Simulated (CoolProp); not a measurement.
Vapour pressure (MPa) of hydrogen chloride: the reference equation beside estimates from Tc = 51.5 °C, pc = 8.314 MPa, ω = 0.130. Clausius-Clapeyron is anchored at -52.95 °C with a constant enthalpy of vaporisation of 14.78 kJ/mol.

The numbers come from the reference Helmholtz-energy equation of state, Thol 2018 in CoolProp.

```json
[
 {"T (°C)": "-72.65", "reference": "0.1946", "Clausius-Clapeyron": "?", "Redlich-Kwong": "0.2289", "Peng-Robinson": "0.1920"},
 {"T (°C)": "-67.65", "reference": "0.2474", "Clausius-Clapeyron": "?", "Redlich-Kwong": "0.2920", "Peng-Robinson": "?"},
 {"T (°C)": "-62.75", "reference": "0.3094", "Clausius-Clapeyron": "0.3216", "Redlich-Kwong": "0.3657", "Peng-Robinson": "0.3067"},
 {"T (°C)": "-57.85", "reference": "0.3826", "Clausius-Clapeyron": "0.3898", "Redlich-Kwong": "0.4525", "Peng-Robinson": "?"},
 {"T (°C)": "-52.95", "reference": "0.4684", "Clausius-Clapeyron": "0.4684", "Redlich-Kwong": "0.5534", "Peng-Robinson": "0.4662"},
 {"T (°C)": "-47.95", "reference": "0.5704", "Clausius-Clapeyron": "0.5604", "Redlich-Kwong": "0.6724", "Peng-Robinson": "0.5687"},
 {"T (°C)": "-43.05", "reference": "0.6857", "Clausius-Clapeyron": "0.6630", "Redlich-Kwong": "0.8061", "Peng-Robinson": "0.6849"},
 {"T (°C)": "-38.15", "reference": "0.8177", "Clausius-Clapeyron": "0.7789", "Redlich-Kwong": "0.9578", "Peng-Robinson": "0.8182"},
 {"T (°C)": "-33.25", "reference": "0.9679", "Clausius-Clapeyron": "?", "Redlich-Kwong": "1.129", "Peng-Robinson": "0.9701"},
 {"T (°C)": "-28.25", "reference": "1.142", "Clausius-Clapeyron": "1.058", "Redlich-Kwong": "1.325", "Peng-Robinson": "1.146"},
 {"T (°C)": "-23.35", "reference": "1.333", "Clausius-Clapeyron": "1.219", "Redlich-Kwong": "1.539", "Peng-Robinson": "1.340"},
 {"T (°C)": "-18.45", "reference": "1.548", "Clausius-Clapeyron": "1.398", "Redlich-Kwong": "1.775", "Peng-Robinson": "?"},
 {"T (°C)": "-13.45", "reference": "1.792", "Clausius-Clapeyron": "1.599", "Redlich-Kwong": "2.042", "Peng-Robinson": "1.806"},
 {"T (°C)": "-8.55", "reference": "2.057", "Clausius-Clapeyron": "1.816", "Redlich-Kwong": "2.329", "Peng-Robinson": "2.076"},
 {"T (°C)": "-3.65", "reference": "?", "Clausius-Clapeyron": "?", "Redlich-Kwong": "2.642", "Peng-Robinson": "2.375"}
]
```

Problem. Fill in the missing entries.

Solution. 
- -72.65, Clausius-Clapeyron: 0.2119
- -67.65, Clausius-Clapeyron: 0.2629
- -67.65, Peng-Robinson: 0.2447
- -57.85, Peng-Robinson: 0.3800
- -33.25, Clausius-Clapeyron: 0.9090
- -18.45, Peng-Robinson: 1.558
- -3.65, reference: 2.351
- -3.65, Clausius-Clapeyron: 2.051

Absolute difference from the reference over all 15 rows, mean and median: Clausius-Clapeyron 6.5 and 6.3 %, Redlich-Kwong 16.3 and 17.1 %, Peng-Robinson 0.6 and 0.6 %.
